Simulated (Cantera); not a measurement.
PbO + CO + N₂ (carbothermic reduction)

Input: 1 mol PbO, 0.61 mol CO, 1.1 mol N₂, equilibrated at 2448 K.

Cantera equilibrium calculation (NASA polynomials, part measured and part estimated; ideal gas, pure solids and liquids). Candidate condensed phases: C, Pb, PbO, PbO₂, Pb₃O₄; 27 gas species. Gases not in the tables: (PbO)n polymers. The numbers say what is thermodynamically allowed, not how fast it happens.

```tsv
P (Pa)	log p N₂	log p Pb	log p O	log p CO₂	log p CO	log p PbO	log p O₂
10	-4.51	-4.55	-4.70	-5.98	-4.79	-6.72	-5.49
100	-3.48	-3.53	-4.02	-4.36	-3.85	-5.02	-4.13
1000	-2.45	-2.53	-3.51	-3.00	-3.00	-3.51	-3.11
10000	-1.42	-1.57	-3.09	-1.82	-2.23	-2.13	-2.28
100000	-0.41	-0.63	-2.79	-0.73	-1.45	-0.90	-1.68
1000000	0.61	0.31	-2.64	0.30	-0.57	0.20	-1.38
```
log p: log10 of the partial pressure in bar; nothing condenses.

From 10.0 Pa to 1000000 Pa nothing is condensed.
